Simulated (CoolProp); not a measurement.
Benzene along the isobar 4.83 bar: fugacity coefficient from the reference equation and from simpler models built on Tc = 562.0 K, pc = 49.06 bar, ω = 0.211; each cubic takes its own stable root.

Values from CoolProp's reference Helmholtz-energy equation of state, Thol 2012.

```tsv
T (K)	phase	reference
475.2	gas	0.9418
484.9	gas	0.9456
494.5	gas	0.9490
504.2	gas	0.9522
513.8	gas	0.9551
523.5	gas	0.9578
533.1	gas	0.9602
542.8	gas	0.9625
552.4	gas	0.9646
562.1	gas	0.9666
571.7	gas	0.9684
581.4	gas	0.9702
591	gas	0.9718
600.7	gas	0.9733
610.3	gas	0.9747
620	gas	0.9760
```

### Question
How far does each simpler model (Redlich-Kwong, Soave-Redlich-Kwong) lie from the reference over these 16 states: mean and median of the absolute difference, and the worst?

### Answer
- Redlich-Kwong: mean 0.2 %, median 0.1 %, worst +0.5 % at 475.2 K and 4.83 bar
- Soave-Redlich-Kwong: mean 0.0 %, median 0.0 %, worst +0.2 % at 475.2 K and 4.83 bar
